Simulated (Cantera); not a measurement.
A perfectly stirred reactor is fed with NH₃ : H₂ = 1 : 1.4 (molar parts), at 11.3 Torr; it is held at 2398 K, and followed from long to short residence time.

Cantera simulation using the gas-phase N/H chemistry of the illustrative SiF4/NH3 mechanism in the Surface Chemkin manual (1991); the numbers are that mechanism's predictions, not measurements. Walls and surfaces, which speed up NH3 decomposition in real reactors, are not modelled.

**Question.** What does this change do: pressure from 11.3 Torr to 1.01 bar?

**Answer.** 
| quantity | before | after |
|---|---|---|
| x(NH₃) at τ = 0.320 s | 0.0517 | 0.000996 |
| x(H₂) at τ = 0.320 s | 0.815 | 0.840 |
| x(NH) at τ = 0.320 s | 8.58e-5 | 1.63e-5 |
| x(N₂H₄) at τ = 0.320 s | 3.68e-10 | 8.73e-11 |
| x(N₂) at τ = 0.320 s | 0.128 | 0.146 |
| x(NH₃) at τ = 22.0 ms | 0.286 | 0.0123 |
| x(H₂) at τ = 22.0 ms | 0.664 | 0.838 |
| x(NH) at τ = 22.0 ms | 0.000142 | 5.02e-5 |
| x(N₂H₄) at τ = 22.0 ms | 3.71e-9 | 3.37e-9 |
| x(N₂) at τ = 22.0 ms | 0.0446 | 0.142 |

**Question.** What does this change do: NH3 1 to 0.7 parts?

**Answer.** 
| quantity | before | after |
|---|---|---|
| x(NH₃) at τ = 0.320 s | 0.0517 | 0.0429 |
| x(H₂) at τ = 0.320 s | 0.815 | 0.843 |
| x(NH) at τ = 0.320 s | 8.58e-5 | 8.12e-5 |
| x(N₂H₄) at τ = 0.320 s | 3.68e-10 | 2.88e-10 |
| x(N₂) at τ = 0.320 s | 0.128 | 0.108 |
| x(NH₃) at τ = 22.0 ms | 0.286 | 0.234 |
| x(H₂) at τ = 22.0 ms | 0.664 | 0.725 |
| x(NH) at τ = 22.0 ms | 0.000142 | 0.000133 |
| x(N₂H₄) at τ = 22.0 ms | 3.71e-9 | 2.77e-9 |
| x(N₂) at τ = 22.0 ms | 0.0446 | 0.0359 |
